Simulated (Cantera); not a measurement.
Charge: 1 mol SiO2, 1.6 mol CH4, 0.012 mol CO, equilibrated at 0.00130 bar.

Cantera equilibrium calculation (NASA polynomials, part measured and part estimated; ideal gas, pure solids and liquids). Candidate condensed phases: C, C6H6, C7H8, C8H18, H2O, Si, SiC, SiO2; 123 gas species. Gases not in the tables: Si2H6 and higher silanes. Equilibrium is a limit: real reactors are often held back by kinetics, nucleation or transport.

Over these rows the condensed part is SiC(s). Partial pressures as log10 of bar:

| T (K) | 1000/T (1/K) | log p Si2C | log p H2 | log p CO | log p SiO |
|---|---|---|---|---|---|
| 1548 | 0.6460 | -11.04 | -3.10 | -3.49 | -3.76 |
| 1623 | 0.6161 | -10.07 | -3.10 | -3.49 | -3.76 |
| 1698 | 0.5889 | -9.18 | -3.10 | -3.49 | -3.76 |
| 1773 | 0.5640 | -8.37 | -3.10 | -3.49 | -3.76 |
| 1848 | 0.5411 | ? | -3.11 | -3.49 | -3.76 |
| 1923 | 0.5200 | -6.96 | -3.11 | -3.49 | -3.77 |

Fit log p(Si2C) = a + b·(1000/T) to the five rows, give the apparent enthalpy, and predict the row at 1848 K.

Means: 1000/T = 0.5870, log p = -9.124. Sxy = -0.303009, Sxx = 0.0093494, so b = -32.41 and a = -9.124 − (-32.41)×0.5870 = 9.90.
Apparent enthalpy: −19.145 × (-32.41) = 620 kJ/mol. With the condensed phases at unit activity, 3/2 SiC(s) + 1/2 SiO(g) = Si2C(g) + 1/2 CO(g) links this pressure to the main gases: over the six rows their terms move log p by -0.01 in all, so the slope is close to that reaction's ΔH°. The five rows lie within 0.01 of the line.
Prediction at 1848 K: 9.90 + (-32.41)×0.5411 = -7.64. The computed value is -7.63, 0.01 from the line.
